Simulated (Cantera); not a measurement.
A closed system holds: 1 mol C2H6, 0.15 mol H2O, 6.3 mol H2, at 1 atm.

These are equilibrium values from Cantera (NASA tables, ideal gas, pure condensed phases), not measurements of a reactor. Candidate condensed phases: C, C6H6, C7H8, C8H18, H2O; 110 gas species. Equilibrium is a limit: real reactors are often held back by kinetics, nucleation or transport.

Over these rows the condensed part is C(graphite). Partial pressures as log10 of bar:

```json
[
 {"T (K)": "1300", "1000/T (1/K)": "0.7692", "log p H2O": "-3.85", "log p H2": "0.00", "log p CO": "-1.80"},
 {"T (K)": "1450", "1000/T (1/K)": "0.6897", "log p H2O": "-4.41", "log p H2": "0.00", "log p CO": "-1.80"},
 {"T (K)": "1600", "1000/T (1/K)": "0.6250", "log p H2O": "-4.86", "log p H2": "0.00", "log p CO": "-1.80"},
 {"T (K)": "1750", "1000/T (1/K)": "0.5714", "log p H2O": "-5.24", "log p H2": "0.00", "log p CO": "-1.80"},
 {"T (K)": "1900", "1000/T (1/K)": "0.5263", "log p H2O": "?", "log p H2": "0.00", "log p CO": "-1.80"},
 {"T (K)": "2050", "1000/T (1/K)": "0.4878", "log p H2O": "-5.82", "log p H2": "0.00", "log p CO": "-1.80"}
]
```

**Question.** Fit log p(H2O) = a + b·(1000/T) to the five rows, give the apparent enthalpy, and predict the row at 1900 K.

**Answer.** Means: 1000/T = 0.6286, log p = -4.836. Sxy = 0.326403, Sxx = 0.0466110, so b = 7.00 and a = -4.836 − (7.00)×0.6286 = -9.24.
Apparent enthalpy: −19.145 × (7.00) = -134 kJ/mol. With the condensed phases at unit activity, H2(g) + CO(g) = H2O(g) + C(graphite) links this pressure to the main gases: over the six rows their terms move log p by +0.00 in all, so the slope is close to that reaction's ΔH°. The five rows lie within 0.01 of the line.
Prediction at 1900 K: -9.24 + (7.00)×0.5263 = -5.56. The computed value is -5.55, 0.01 from the line.
